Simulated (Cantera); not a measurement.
A perfectly stirred reactor is fed with 22.2 % CH4, 75.4 % CO2, 2.44 % H2, at 1.00 bar; it is held at 1700 K, and followed from long to short residence time.

Detailed kinetics in Cantera: GRI-Mech 3.0 (53 species, 325 reactions).

**Question.** Predict: x(CH4) at τ = 27.0 s; x(CO2) at τ = 27.0 s; x(H2) at τ = 27.0 s; x(CH2CO) at τ = 27.0 s; x(HCO) at τ = 27.0 s; x(CH4) at τ = 0.200 s; x(CO2) at τ = 0.200 s; x(H2) at τ = 0.200 s; x(CH2CO) at τ = 0.200 s; x(HCO) at τ = 0.200 s.

**Answer.** 
| Property | Value |
|---|---|
| x(CH4) at τ = 27.0 s | 0.00170 |
| x(CO2) at τ = 27.0 s | 0.189 |
| x(H2) at τ = 27.0 s | 0.138 |
| x(CH2CO) at τ = 27.0 s | 6.83e-7 |
| x(HCO) at τ = 27.0 s | 2.06e-8 |
| x(CH4) at τ = 0.200 s | 0.0258 |
| x(CO2) at τ = 0.200 s | 0.324 |
| x(H2) at τ = 0.200 s | 0.0781 |
| x(CH2CO) at τ = 0.200 s | 5.41e-5 |
| x(HCO) at τ = 0.200 s | 1.92e-8 |
